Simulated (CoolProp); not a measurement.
Vapour-liquid equilibrium of CH2F2 (R32) (1) + R236FA (2) at 0.653 MPa; x and y are mole fractions of (1).

Model: multi-fluid Helmholtz-energy mixture model, Tillner-Roth 1997 and Pan 2012; pair parameters Bell 2016, in CoolProp.

| x | bubble temperature, mixture model (K) | bubble temperature, Raoult's law (K) | y, mixture model | y, Raoult's law |
|---|---|---|---|---|
| 0.05 | 321.7 | 320.0 | 0.161 | 0.224 |
| 0.125 | (withheld) | 311.1 | 0.362 | 0.451 |
| 0.2 | 306.7 | 303.8 | (withheld) | 0.600 |
| 0.275 | 300.3 | 297.7 | 0.634 | 0.703 |
| 0.35 | (withheld) | 292.5 | 0.722 | 0.777 |
| 0.425 | (withheld) | 288.1 | (withheld) | 0.831 |
| 0.5 | 285.5 | 284.2 | 0.839 | 0.873 |
| 0.575 | (withheld) | 280.7 | 0.878 | 0.905 |
| 0.65 | (withheld) | 277.6 | 0.909 | 0.931 |
| 0.725 | (withheld) | 274.8 | 0.935 | 0.951 |
| 0.8 | 272.7 | 272.3 | 0.956 | 0.968 |
| 0.875 | 270.3 | 269.9 | 0.975 | 0.982 |
| 0.95 | 267.9 | 267.8 | 0.990 | 0.993 |

Question: What belongs in the gaps?

Answer: 
- 0.125, bubble temperature, mixture model (K): 313.8
- 0.2, y, mixture model: 0.517
- 0.35, bubble temperature, mixture model (K): 294.7
- 0.425, bubble temperature, mixture model (K): 289.8
- 0.425, y, mixture model: 0.788
- 0.575, bubble temperature, mixture model (K): 281.8
- 0.65, bubble temperature, mixture model (K): 278.4
- 0.725, bubble temperature, mixture model (K): 275.4

The largest gap from Raoult's law is +2.9 K in bubble temperature, at x = 0.2. No azeotrope shows between x = 0.05 and 0.95.

The pair parameters rest on a limited set of measurements; away from them the model extrapolates.
